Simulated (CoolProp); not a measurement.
Vapour pressure (MPa) of n-perfluorohexane: the reference equation beside estimates from Tc = 448.0 K, pc = 1.742 MPa, ω = 0.497. Clausius-Clapeyron is anchored at 343.1 K with a constant enthalpy of vaporisation of 27.28 kJ/mol.

Model: reference Helmholtz-energy equation of state, Gao 2022, in CoolProp.

```tsv
T (K)	reference	Lee-Kesler	Clausius-Clapeyron	van der Waals	Redlich-Kwong	Soave-Redlich-Kwong	Peng-Robinson
325.8	0.08685	0.08699	0.09230	0.4230	0.2085	0.08703	0.08722
334.5	0.1167	0.1170	0.1199	0.4814	0.2566	0.1172	0.1170
343.1	0.1534	0.1540	0.1534	0.5439	0.3114	0.1545	0.1538
351.7	0.1984	0.1994	0.1938	0.6115	0.3739	0.2005	0.1990
360.4	0.2537	0.2551	0.2428	0.6850	0.4455	0.2571	0.2547
369	0.3192	0.3211	0.3001	0.7630	0.5251	0.3244	0.3209
377.6	0.3969	0.3993	0.3675	0.8462	0.6138	0.4044	0.3997
386.2	0.4881	0.4913	0.4460	0.9350	0.7122	0.4985	0.4927
```

Absolute difference from the reference over all 8 rows, mean and median: Lee-Kesler 0.5 and 0.5 %, Clausius-Clapeyron 4.7 and 5.1 %, van der Waals 209.5 and 189.1 %, Redlich-Kwong 86.5 and 82.0 %, Soave-Redlich-Kwong 1.2 and 1.2 %, Peng-Robinson 0.5 and 0.4 %.
